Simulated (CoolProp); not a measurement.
R407C along the isobar 1400 kPa: fugacity coefficient from the reference equation and from simpler models built on Tc = 359.3 K, pc = 4632 kPa, ω = 0.363; each cubic takes its own stable root.

Computed with CoolProp (reference Helmholtz-energy equation of state, Lemmon 2003). It is a pseudo-pure fit of the blend.

| T (K) | phase | reference |
|---|---|---|
| 271.9 | liquid | 0.3224 |
| 284.7 | liquid | 0.4681 |
| 323 | gas | 0.8391 |
| 335.8 | gas | 0.8606 |
| 348.6 | gas | 0.8784 |
| 361.4 | gas | 0.8933 |
| 374.2 | gas | 0.9060 |
| 386.9 | gas | 0.9168 |
| 399.7 | gas | 0.9261 |
| 412.5 | gas | 0.9342 |

Task: How far does each simpler model (van der Waals, Soave-Redlich-Kwong, Peng-Robinson) lie from the reference over these 10 states: mean and median of the absolute difference, and the worst?

Result: 
- van der Waals: mean 25.0 %, median 2.5 %, worst +151.7 % at 271.9 K and 1400 kPa
- Soave-Redlich-Kwong: mean 1.6 %, median 0.9 %, worst -5.6 % at 271.9 K and 1400 kPa
- Peng-Robinson: mean 1.5 %, median 0.4 %, worst -7.2 % at 271.9 K and 1400 kPa

At some of these states van der Waals gives the other phase, because its saturation line lies elsewhere.
